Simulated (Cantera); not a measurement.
A perfectly stirred reactor is fed with 51.8 % CH4, 48.2 % CO2, at 13300 Pa; it is held at 1898 K, and followed from long to short residence time.

Detailed kinetics in Cantera: GRI-Mech 3.0 (53 species, 325 reactions).

Task: Predict: x(CH4) at τ = 1.90 s; x(CO2) at τ = 1.90 s; x(CH3) at τ = 1.90 s; x(CH2O) at τ = 1.90 s; x(CH4) at τ = 7.70 ms; x(CO2) at τ = 7.70 ms; x(CH3) at τ = 7.70 ms; x(CH2O) at τ = 7.70 ms.

Result: 
```json
{
  "x(CH4) at τ = 1.90 s": "0.00632",
  "x(CO2) at τ = 1.90 s": "0.0104",
  "x(CH3) at τ = 1.90 s": "0.000373",
  "x(CH2O) at τ = 1.90 s": "4.32e-7",
  "x(CH4) at τ = 7.70 ms": "0.118",
  "x(CO2) at τ = 7.70 ms": "0.217",
  "x(CH3) at τ = 7.70 ms": "0.00468",
  "x(CH2O) at τ = 7.70 ms": "5.34e-5"
}
```
